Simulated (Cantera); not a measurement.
Feed: 1 mol TiC, 0.0059 mol C, 0.34 mol H2.

Cantera equilibrium calculation (NASA polynomials, part measured and part estimated; ideal gas, pure solids and liquids). Candidate condensed phases: C, C6H6, C7H8, C8H18, Ti, TiC; 77 gas species. TiC: taken at fixed stoichiometry. Equilibrium is a limit: real reactors are often held back by kinetics, nucleation or transport.

Stable condensed phases, one row left out:

```
T in °C \ P in Pa
               1     4.6      22     100     460    2200   10000   46000  220000 1000000
   2352        A       B       B       B       B       B       B       B       B       B
   2252        B       B       C       C       B       B       B       B       B       B
   2152        C       C       C       C       C       C       C       C       C       B
   2052        C       C       C       C       C       C       C       C       C       C
   1952        C       C       C       C       C       C       C       C       C       C
   1852        C       C       C       C       C       C       C       C       C       C
   1752        C       C       C       C       C       C       C       C       C       C
   1652        C       C       C       C       C       C       C       C       C       C
   1552        C       C       C       C       C       C       C       C       C       C
   1452        C       C       C       C       C       C       C       C       C       C
   1252        C       C       C       C       C       C       C       C       C       B
```

A: gas only; B: TiC; C: C + TiC.

Task: Give the row for 1352 °C.

Result: 1: C + TiC; 4.6: C + TiC; 22: C + TiC; 100: C + TiC; 460: C + TiC; 2200: C + TiC; 10000: C + TiC; 46000: C + TiC; 220000: C + TiC; 1000000: C + TiC.
